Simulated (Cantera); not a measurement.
## Silicon oxide and oxynitride deposition: SiCl4 + NO + N2

A closed system holds: 1 mol SiCl4, 0.2 mol NO, 120 mol N2, held at 775 K and 1000 Pa.

Cantera equilibrium calculation (NASA polynomials, part measured and part estimated; ideal gas, pure solids and liquids). Candidate condensed phases: Si, SiO2, Si2N2O, Si3N4; 23 gas species. Rates play no part.

```json
{
  "x(N2)": "0.991",
  "x(SiCl4)": "0.00743",
  "x(Cl2)": "0.00165",
  "x(Cl)": "2.09e-6",
  "n(SiO2(α-quartz))": "0.100 mol",
  "gas_amount": "121.2 mol",
  "log10 activity of Si(s) (absent)": "-32.30"
}
```
